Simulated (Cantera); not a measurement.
Cantera with NASA thermochemical tables; ideal gases at 1 bar, condensed phases pure. Values are per mole of reaction as written; species without (g) are pure solids or liquids, kept so even where they would boil at 1 bar.

a) 2 B + O2(g) ⇌ B2O2(g)
b) 2 Si + O2(g) ⇌ 2 SiO(g)
c) 2 C + O2(g) ⇌ 2 CO(g)
d) 1.333 Ti + O2(g) ⇌ 0.6667 Ti2O3

**Question.** Order these by ΔG° at 1175 K, most negative first.

**Answer.** d (-798 kJ), a (-486 kJ), c (-431 kJ), b (-403 kJ)
